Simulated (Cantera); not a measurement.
A perfectly stirred reactor is fed with 45.5 % CH4, 54.5 % H2O, at 21.7 atm; it is held at 1400 K, and followed from long to short residence time.

Computed with Cantera and GRI-Mech 3.0 (53 species, 325 reactions). The pressure lies above the range GRI-Mech 3.0 was tuned for (to about 10 atm).

One state of this run: x CH4 = 0.394; x H2O = 0.527; x C2H = 1.80e-11; x CO = 0.000577; x CO2 = 0.000110. x: mole fraction; the columns are a selection and need not sum to one.

### Question
Which value of τ (s) does it belong to?
A. 0.15
B. 1.5
C. 0.48
D. 0.015

### Answer
A, 0.15
